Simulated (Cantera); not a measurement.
**NO annealing gas**

An isothermal, constant-pressure homogeneous reactor starts with 70.4 % NO, 29.6 % N₂, at 2050 K and 0.0263 atm.

Model: GRI-Mech 3.0 (53 species, 325 reactions), integrated in Cantera. Radical loss at walls, strong at low pressure, is not modelled.

| t (s) | x NO | x O | x O₂ | x NO₂ | x N₂O | x N₂ |
|---|---|---|---|---|---|---|
| 3.00e-6 | 0.704 | 6.57e-8 | 3.54e-12 | 3.85e-12 | 6.57e-8 | 0.296 |
| 1.60e-5 | 0.704 | 3.51e-7 | 1.02e-10 | 1.11e-10 | 3.51e-7 | 0.296 |
| 8.57e-5 | 0.704 | 1.88e-6 | 2.93e-9 | 3.13e-9 | 1.87e-6 | 0.296 |
| 0.000458 | 0.704 | 1.02e-5 | 8.36e-8 | 8.29e-8 | 9.82e-6 | 0.296 |
| 0.00245 | 0.704 | 5.73e-5 | 2.54e-6 | 1.73e-6 | 4.80e-5 | 0.296 |
| 0.0131 | 0.703 | 0.000350 | 9.84e-5 | 1.57e-5 | 0.000161 | 0.296 |
| 0.0700 | 0.698 | 0.000904 | 0.00243 | 3.29e-5 | 0.000182 | 0.298 |
| 0.374 | 0.665 | 0.00120 | 0.0189 | 5.26e-5 | 0.000153 | 0.315 |
| 2.00 | 0.467 | 0.00220 | 0.117 | 8.79e-5 | 6.09e-5 | 0.413 |
x: mole fraction; the columns are a selection and need not sum to one.

Equilibrium at this temperature and pressure: NO 0.0102, O 0.00352, O₂ 0.345, NO₂ 3.37e-6, N₂O 8.39e-8, N₂ 0.642 (gas phase only).
